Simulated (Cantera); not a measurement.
Feed: 1 mol Pb, 8.5 mol H2, at 0.00150 bar.

These are equilibrium values from Cantera (NASA tables, ideal gas, pure condensed phases), not measurements of a reactor. Candidate condensed phases: Pb; 4 gas species. The numbers say what is thermodynamically allowed, not how fast it happens.

Question: Which condensed phases are stable at each of these points (T (K)): 550, 600, 650, 700, 750, 800, 850, 900, 950, 1000, 1050, 1100, 1150?

Answer: 
| T (K) | condensed phases | Pb condensed (%) |
|---|---|---|
| 550 | Pb(s) | 100.0 |
| 600 | Pb(s) | 100.0 |
| 650 | Pb(l) | 100.0 |
| 700 | Pb(l) | 100.0 |
| 750 | Pb(l) | 100.0 |
| 800 | Pb(l) | 100.0 |
| 850 | Pb(l) | 99.8 |
| 900 | Pb(l) | 99.2 |
| 950 | Pb(l) | 97.1 |
| 1000 | Pb(l) | 90.7 |
| 1050 | Pb(l) | 72.8 |
| 1100 | Pb(l) | 25.3 |
| 1150 | gas only | 0.0 |

From 550 K to 600 K the condensed part is Pb(s). From 650 K to 1100 K the condensed part is Pb(l). At 1150 K nothing is condensed.
